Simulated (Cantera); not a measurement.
Cantera run:

```python
import numpy as np
import cantera as ct

gas_names = [...]  # 77 gases of nasa_gas.yaml made of C, H, Ti
cond_names = """
    C(gr) C6H6(L) C7H8(L) C8H18(L),n-octa Ti(a) Ti(b) Ti(L) TiC(s) TiC(L)
""".split()


# ... load() reads the species with a 1 bar reference pressure and builds the phases ...
atoms = {
    'Ti': {'Ti': 1},
    'C3H8': {'C': 3, 'H': 8},
    'H2': {'H': 2},
}
top_T = {'C(gr)': 4500}  # K; cautious upper limits of use, not melting points


# ... equilibrate(T, P, feed) seeds the gas with the atoms and calls Mixture.equilibrate('TP', solver="vcs", rtol=1e-11, max_steps=5000) ...
results = []
T = 1600  # K
P = 800  # Pa
for m in [0.08, 0.13, 0.21, 0.35, 0.57, 0.93, 1.5]:
    feed = {'Ti': 1, 'C3H8': m, 'H2': 50}  # mol
    mix = equilibrate(T, P, feed)
    results.append((T, P, feed, dict(zip(mix.species_names, mix.species_moles))))
    x = sorted(zip(gas.X, gas.species_names), reverse=True)
    print(f"T = {T:g} K  P = {P:g} Pa  n(C3H8) = {m:g} mol  gas = {mix.phase_moles(0):.4g} mol")
    print("   x: " + "  ".join(f"{s} {v:.3e}" for v, s in x if v > 0.0001))
    print("   condensed (mol): " + ("  ".join(f"{mix.phase(i).name} {mix.phase_moles(i):.4g}"
          for i in range(1, mix.n_phases) if mix.phase_moles(i) > 1e-12) or "none"))
```

Result:

```
T = 1600 K  P = 800 Pa  n(C3H8) = 0.08 mol  gas = 50.34 mol
   x: H2 9.994e-01  H 6.077e-04
   condensed (mol): Ti(b) 0.7599  TiC(s) 0.24
T = 1600 K  P = 800 Pa  n(C3H8) = 0.13 mol  gas = 50.54 mol
   x: H2 9.994e-01  H 6.077e-04
   condensed (mol): Ti(b) 0.6099  TiC(s) 0.39
T = 1600 K  P = 800 Pa  n(C3H8) = 0.21 mol  gas = 50.86 mol
   x: H2 9.994e-01  H 6.077e-04
   condensed (mol): Ti(b) 0.3699  TiC(s) 0.63
T = 1600 K  P = 800 Pa  n(C3H8) = 0.35 mol  gas = 51.41 mol
   x: H2 9.994e-01  H 6.077e-04
   condensed (mol): C(gr) 0.04649  TiC(s) 1
T = 1600 K  P = 800 Pa  n(C3H8) = 0.57 mol  gas = 52.3 mol
   x: H2 9.994e-01  H 6.077e-04
   condensed (mol): C(gr) 0.7064  TiC(s) 1
T = 1600 K  P = 800 Pa  n(C3H8) = 0.93 mol  gas = 53.74 mol
   x: H2 9.994e-01  H 6.077e-04
   condensed (mol): C(gr) 1.786  TiC(s) 1
T = 1600 K  P = 800 Pa  n(C3H8) = 1.5 mol  gas = 56.02 mol
   x: H2 9.994e-01  H 6.077e-04
   condensed (mol): C(gr) 3.496  TiC(s) 1
```

These are equilibrium values from Cantera (NASA tables, ideal gas, pure condensed phases), not measurements of a reactor. Mutual solubility and eutectic melting of coexisting phases are not modelled. TiC: taken at fixed stoichiometry. Condensed phases not in the tables: N, O or C dissolved in the metal.
